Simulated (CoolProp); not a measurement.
Computed with CoolProp (reference Helmholtz-energy equation of state, Lemmon 2006). It is a short technical equation, of lower accuracy than the large ones.

Q: Give the vapour pressure (kPa), liquid cp (kJ/(kg K)), surface tension (mN/m), vapour viscosity (µPa s) of saturated toluene at 488.3, 495.8, 503.4 K.

A: 
```tsv
T (K)	p (kPa)	liquid cp (kJ/(kg K))	surface tension (mN/m)	vapour viscosity (µPa s)
488.3	973	2.46	7.26	11.2
495.8	1100	2.50	6.59	11.4
503.4	1240	2.55	5.92	11.7
```

Viscosity comes from a separate model (Avgeri 2015). Surface tension comes from a separate correlation (Mulero 2012).
